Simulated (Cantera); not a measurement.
A closed system holds: 1 mol Ta2O5, 3.7 mol CO, 0.72 mol C, held at 13.3 mbar.

These are equilibrium values from Cantera (NASA tables, ideal gas, pure condensed phases), not measurements of a reactor. Candidate condensed phases: C, Ta, TaC, Ta2O5; 15 gas species. Mutual solubility and eutectic melting of coexisting phases are not modelled. TaC: taken at fixed stoichiometry. Condensed phases not in the tables: Ta2C. The numbers say what is thermodynamically allowed, not how fast it happens. All values below are at 1925 K.

Base state: CO 0.999, CO2 0.000591, TaO2 1.45e-5 (mole fractions); condensed: TaC(s) + Ta2O5(s).

### Question
What changes in the equilibrium state with this change: Ta2O5 replaced by MgO?

### Answer
```tsv
species	before	after
CO	0.999	0.859
Mg	0	0.141
CO2	0.000591	0.000531
TaO2	1.45e-5	0
TaC(s), mol	0.206	0
Ta2O5(s), mol	0.897	0
MgO(s), mol	0	0.277
```
Further candidate phases: Mg, MgCO3, MgO.
